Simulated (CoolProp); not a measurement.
A single-stage vapour-compression cycle with cis-2-butene: evaporating at 264.15 K (dew point), condensing at 319.15 K (bubble point), superheat 10 K, subcooling 0 K, compressor efficiency 0.6, no pressure losses. Each further row changes one setting.

Model: reference Helmholtz-energy equation of state, Lemmon 2005, in CoolProp. It is a short technical equation, of lower accuracy than the large ones.

```tsv
case	cooling COP	pressure ratio	discharge temperature (K)	refrigerating effect (kJ/kg)	volumetric capacity (kJ/m³)
as stated	2.35	6.59	367.3	318	487
evaporating temperature 269.15 K	2.69	5.35	362.6	324	602
condensing temperature 314.15 K	2.65	5.73	360.4	329	505
subcooling 5 K	2.44	6.59	367.3	329	505
superheat 20 K	2.37	6.59	378.1	332	489
compressor efficiency 0.5	1.96	6.59	382.2	318	487
```
